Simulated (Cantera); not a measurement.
Feed: 1 mol PbS, 200 mol H2, 1.2 mol N2, 0.00092 mol CH4, equilibrated at 9.20 bar.

Method: chemical equilibrium by Gibbs-energy minimisation in Cantera with the NASA 1993 tables (ideal gas, pure condensed phases). Candidate condensed phases: C, C6H6, C7H8, C8H18, Pb, PbS, S; 103 gas species. Kinetics and transport are ignored.

Question: At 1400 K, list the 5 most abundant gas species with their mole fractions, and the condensed phases.

Answer: H2 0.988, N2 0.00593, H2S 0.00460, Pb 0.000947, PbS 0.000362. Condensed: Pb(l).
